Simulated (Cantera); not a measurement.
Feed: 1 mol Pb, 0.18 mol O2, 36 mol H2, equilibrated at 1498 K and 13.0 Pa.

Equilibrium computed with Cantera from the NASA thermochemical tables; the gas is ideal and each condensed phase is pure. Candidate condensed phases: H2O, Pb, PbO, PbO2, Pb3O4; 12 gas species. Equilibrium is a limit: real reactors are often held back by kinetics, nucleation or transport.

Base state: H2 0.962, Pb 0.0270, H2O 0.00972, H 0.00148 (mole fractions); condensed: gas only.

Q: What changes in the equilibrium state with this change: temperature from 1498 K to 548 K?

A: 
```
species      before    after
----------  -------  -------
H2            0.962    0.990
H2O         0.00972   0.0100
Pb           0.0270  1.01e-9
H           0.00148    <1e-9
Pb(s), mol        0     1.00
```
